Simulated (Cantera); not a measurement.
Input: 1 mol K₂SO₄, 3.6 mol H₂, 0.17 mol O₂, at 1.33 mbar.

Method: chemical equilibrium by Gibbs-energy minimisation in Cantera with the NASA 1993 tables (ideal gas, pure condensed phases). Candidate condensed phases: H₂O, H₂SO₄, K, KOH, KO₂, K₂O, K₂O₂, K₂S, K₂SO₄, S; 26 gas species. Mutual solubility and eutectic melting of coexisting phases are not modelled. Gases not in the tables: S₃ to S₇. Rates play no part. All values below are at 902 °C.

Base state: H₂O 0.772, H₂ 0.140, KOH 0.0406, K 0.0220, H₂S 0.0112, SO₂ 0.00681, S₂ 0.00655, K₂SO₄ 0.000241 (mole fractions); condensed: K₂S(s) + K₂SO₄(s).

**Question.** What changes in the equilibrium state with this change: pressure from 1.33 mbar to 0.130 bar?

**Answer.** 
| species | before | after |
|---|---|---|
| H₂O | 0.772 | 0.836 |
| H₂ | 0.140 | 0.152 |
| KOH | 0.0406 | 0.00751 |
| K | 0.0220 | 0.000396 |
| H₂S | 0.0112 | 0.00394 |
| S₂ | 0.00655 | 7.08e-6 |
| S₂O | 1.97e-5 | 2.14e-8 |
| SO₂ | 0.00681 | 2.27e-5 |
| SO | 7.15e-5 | 2.38e-7 |
| K₂S(s), mol | 0.584 | 0.663 |
| K₂SO₄(s), mol | 0.296 | 0.322 |
